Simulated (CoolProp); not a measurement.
Vapour-liquid equilibrium of carbon dioxide (1) + 1-butene (2) at 265.6 K; x and y are mole fractions of (1).

Values from CoolProp's multi-fluid Helmholtz-energy mixture model, Span 1996 and Lemmon 2005; pair parameters Bell 2016.

```tsv
x	bubble pressure (kPa)	y at the bubble point	dew pressure at overall composition x (kPa)	liquid density (mol/L)
0.05	255.8	0.625	101.6	11.50
0.2	757.2	0.878	120.8	12.54
0.35	1219	0.928	148.5	13.73
0.5	1601	0.950	192.5	15.10
0.65	1928	0.963	273.4	16.70
0.8	2259	0.976	471.2	18.63
0.95	2671	0.993	1609	21.07
```

No azeotrope shows between x = 0.05 and 0.95.

Pair parameters are fitted to limited data, so mixtures are less certain than the pure fluids. The gap from Raoult's law changes sign with composition, which may be real or a fault of the pair parameters; it wasn't checked against measurements.
